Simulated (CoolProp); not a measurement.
The fluid at 298.15 K and 2.79 MPa flows at 4.1 m/s in a round tube of 12.7 mm bore and 15 µm roughness, fully developed (64/Re and Nu = 3.66 if laminar; Colebrook and Gnielinski if turbulent). The same conditions are run with several fluids, on thermodynamics alone (safety and materials aside).

The numbers come from the reference Helmholtz-energy equation of state of each fluid (ammonia: Gao 2020; R410A: Lemmon 2003; water: Wagner 2002; o-xylene: Zhou 2012; R125: Lemmon 2005) in CoolProp. Blends and air are pseudo-pure fits.

```csv
fluid,Reynolds number,Darcy friction factor,pressure drop (Pa/m),heat-transfer coefficient (W/(m² K)),mass flow (kg/h)
ammonia,236000,0.0215,8620,28100,1130
R410A,454000,0.0210,14900,13000,2000
water,58400,0.0240,15900,19200,1870
o-xylene,59000,0.0240,14000,5180,1640
R125,423000,___,___,___,2260
```

Problem. Complete the blanks.

Solution. 
- R125, Darcy friction factor: 0.0211
- R125, pressure drop (Pa/m): 16900
- R125, heat-transfer coefficient (W/(m² K)): 9860

Transport values come from each fluid's own correlations.
